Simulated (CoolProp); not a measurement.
The fluid at 293.15 K and 5.63 MPa expands adiabatically to 0.451 MPa with isentropic efficiency 1. The same conditions are run with several fluids, on thermodynamics alone (safety and materials aside).

Computed with CoolProp (reference Helmholtz-energy equation of state of each fluid (fluorine: de Reuck 1990; nitrogen: Span 2000; dry air: Lemmon 2000; normal hydrogen: Leachman 2009; methane: Setzmann 1991)). Blends and air are pseudo-pure fits.

```json
[
 {"fluid": "fluorine", "work (kJ/kg)": "112", "final temperature (K)": "[?]", "final density (kg/m³)": "14.8"},
 {"fluid": "nitrogen", "work (kJ/kg)": "151", "final temperature (K)": "140.0", "final density (kg/m³)": "11.2"},
 {"fluid": "dry air", "work (kJ/kg)": "[?]", "final temperature (K)": "139.8", "final density (kg/m³)": "11.6"},
 {"fluid": "normal hydrogen", "work (kJ/kg)": "2180", "final temperature (K)": "134.7", "final density (kg/m³)": "0.810"},
 {"fluid": "methane", "work (kJ/kg)": "[?]", "final temperature (K)": "151.8", "final density (kg/m³)": "6.14"}
]
```

Q: Some entries are withheld; supply them.

A: 
- fluorine, final temperature (K): 143.3
- dry air, work (kJ/kg): 145
- methane, work (kJ/kg): 256
